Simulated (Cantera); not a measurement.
An isothermal, constant-pressure homogeneous reactor starts with 1.57 % CH4, 0.314 % O2, 98.1 % N2, at 1250 K and 101000 Pa.

Cantera simulation using GRI-Mech 3.0 (53 species, 325 reactions); the numbers are that mechanism's predictions, not measurements. GRI-Mech 3.0 stops at C3 and has no aromatics, soot or wall deposition, so with more carbon than oxygen in the feed, carbon stays in small species such as C2H2 where larger ones or solid carbon would form.

**Question.** Predict: x(CH4) at 4.00 s; x(O2) at 4.00 s; x(C2H6) at 4.00 s; x(CH3) at 4.00 s.

**Answer.** 
```
Item                                                 Value
-----------------  ---------------------------------------
x(CH4) at 4.00 s    0.0149 (gas-phase equilibrium 0.00151)
x(O2) at 4.00 s     0.00274 (gas-phase equilibrium <1e-12)
x(C2H6) at 4.00 s  8.04e-5 (gas-phase equilibrium 9.93e-8)
x(CH3) at 4.00 s   2.99e-6 (gas-phase equilibrium 9.17e-8)
```
